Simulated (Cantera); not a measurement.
Mixture: H₂ : O₂ : N₂ = 1 : 0.962 : 3.62 (molar parts), equivalence ratio 0.52, at 1280 Torr, adiabatic and at constant volume. Ignition delay is the time to a rise of 400 K.

Cantera simulation using GRI-Mech 3.0 (53 species, 325 reactions); the numbers are that mechanism's predictions, not measurements. Below about 950 K walls govern HO2 and H2O2 in real vessels.

Problem. Predict: delay at 948 K; delay at 1048 K; delay at 1148 K; delay at 1248 K; apparent activation energy between 1198 and 1298 K.

Solution. 
- delay at 948 K: 56.5 ms
- delay at 1048 K: 0.136 ms
- delay at 1148 K: 41.5 µs
- delay at 1248 K: 22.6 µs
- apparent activation energy between 1198 and 1298 K: 64 kJ/mol
